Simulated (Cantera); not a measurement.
**Sublimation and decomposition of ceramics: MgO + N2**

A closed system holds: 1 mol MgO, 0.027 mol N2, held at 1.30 Pa.

These are equilibrium values from Cantera (NASA tables, ideal gas, pure condensed phases), not measurements of a reactor. Candidate condensed phases: Mg, MgO; 13 gas species. Rates play no part.

```json
[
 {"T (K)": "1573", "x N2": "1.000", "x Mg": "0.000108", "x O": "1.67e-5", "x O2": "3.33e-5", "x MgO": "3.55e-8", "n MgO(s)": "1.000"},
 {"T (K)": "1673", "x N2": "0.998", "x Mg": "0.000963", "x O": "0.000170", "x O2": "0.000337", "x MgO": "7.15e-7", "n MgO(s)": "1.000"},
 {"T (K)": "1773", "x N2": "0.989", "x Mg": "0.00682", "x O": "0.00131", "x O2": "0.00252", "x MgO": "1.02e-5", "n MgO(s)": "1.000"},
 {"T (K)": "1873", "x N2": "0.936", "x Mg": "0.0394", "x O": "0.00801", "x O2": "0.0149", "x MgO": "0.000110", "n MgO(s)": "0.999"},
 {"T (K)": "1973", "x N2": "0.691", "x Mg": "0.190", "x O": "0.0406", "x O2": "0.0730", "x MgO": "0.000927", "n MgO(s)": "0.993"},
 {"T (K)": "2073", "x N2": "0.0157", "x Mg": "0.603", "x O": "0.151", "x O2": "0.225", "x MgO": "0.00416", "n MgO(s)": "0"},
 {"T (K)": "2173", "x N2": "0.0148", "x Mg": "0.571", "x O": "0.251", "x O2": "0.159", "x MgO": "0.00273", "n MgO(s)": "0"},
 {"T (K)": "2273", "x N2": "0.0139", "x Mg": "0.538", "x O": "0.354", "x O2": "0.0910", "x MgO": "0.00164", "n MgO(s)": "0"},
 {"T (K)": "2373", "x N2": "0.0134", "x Mg": "0.514", "x O": "0.428", "x O2": "0.0424", "x MgO": "0.000911", "n MgO(s)": "0"},
 {"T (K)": "2473", "x N2": "0.0132", "x Mg": "0.502", "x O": "0.466", "x O2": "0.0176", "x MgO": "0.000496", "n MgO(s)": "0"},
 {"T (K)": "2573", "x N2": "0.0131", "x Mg": "0.497", "x O": "0.482", "x O2": "0.00715", "x MgO": "0.000274", "n MgO(s)": "0"},
 {"T (K)": "2673", "x N2": "0.0131", "x Mg": "0.495", "x O": "0.488", "x O2": "0.00299", "x MgO": "0.000156", "n MgO(s)": "0"},
 {"T (K)": "2773", "x N2": "0.0131", "x Mg": "0.494", "x O": "0.491", "x O2": "0.00132", "x MgO": "9.21e-5", "n MgO(s)": "0"}
]
```
x: gas mole fraction; n: condensed amount in mol.

From 1573 K to 1973 K the condensed part is MgO(s). From 2073 K to 2773 K nothing is condensed. The main Mg-bearing gas is Mg throughout.
